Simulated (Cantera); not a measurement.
Charge: 1 mol BCl₃, 10 mol H₂, 67 mol N₂, 1.8 mol O₂, at 1573 K.

Cantera equilibrium calculation (NASA polynomials, part measured and part estimated; ideal gas, pure solids and liquids). Candidate condensed phases: B, BN, B₂O₃, B₃O₃H₃, H₂O, NH₄Cl; 49 gas species. Gases not in the tables: H₃BO₃. Rates play no part.

Problem. Which condensed phases are stable at each of these points (P (Pa)): 10, 46, 220, 1000, 4600, 22000, 100000?

Solution. 
| P (Pa) | condensed phases | B condensed (%) |
|---|---|---|
| 10 | gas only | 0.0 |
| 46 | gas only | 0.0 |
| 220 | gas only | 0.0 |
| 1000 | gas only | 0.0 |
| 4600 | gas only | 0.0 |
| 22000 | gas only | 0.0 |
| 100000 | B₂O₃(l) | 44.2 |

From 10.0 Pa to 0.220 bar nothing is condensed. At 1.00 bar the condensed part is B₂O₃(l).
